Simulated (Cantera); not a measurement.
**Fluorocarbon and chlorocarbon gases: CF4 + F2 + H2**

A closed system holds: 1 mol CF4, 0.27 mol F2, 0.087 mol H2, equilibrated at 800 Pa.

Method: chemical equilibrium by Gibbs-energy minimisation in Cantera with the NASA 1993 tables (ideal gas, pure condensed phases). Candidate condensed phases: C, C6H6, C7H8, C8H18; 95 gas species. Condensed phases not in the tables: fluorocarbon polymer. Gases not in the tables: C2F6 and larger saturated fluorocarbons. Rates play no part.

```csv
T (K),log p CF4,log p F,log p CF2,log p F2,log p HF,log p CF,log p CF3,n C(graphite)
648,-2.23,-4.81,<-14,-2.97,-2.99,<-14,<-14,0
798,-2.24,-3.61,<-14,-3.03,-3.00,<-14,<-14,0
948,-2.26,-2.93,<-14,-3.38,-3.02,<-14,<-14,0
1098,-2.28,-2.74,<-14,-4.24,-3.04,<-14,<-14,0
1248,-2.28,-2.72,<-14,-5.15,-3.04,<-14,-13.59,0
1398,-2.28,-2.72,<-14,-5.89,-3.04,<-14,-11.15,0
1548,-2.28,-2.72,-11.64,-6.49,-3.04,<-14,-9.19,0
1698,-2.28,-2.72,-8.92,-6.99,-3.04,<-14,-7.57,0
1848,-2.28,-2.72,-6.64,-7.41,-3.04,-11.32,-6.21,0
1998,-2.29,-2.71,-4.73,-7.75,-3.05,-8.31,-5.07,0
2148,-2.38,-2.59,-3.40,-7.82,-3.09,-6.14,-4.29,0
2298,-2.80,-2.37,-2.83,-7.64,-3.26,-4.96,-4.08,0
2448,-3.74,-2.28,-2.69,-7.70,-3.39,-4.18,-4.36,0
2598,-4.86,-2.26,-2.74,-7.86,-3.42,-3.62,-4.84,0.0421
```
log p: log10 of the partial pressure in bar; n: condensed amount in mol.

From 648 K to 2448 K nothing is condensed. At 2598 K the condensed part is C(graphite). The main C-bearing gas is CF4 at 648 K and CF2 at 2598 K.
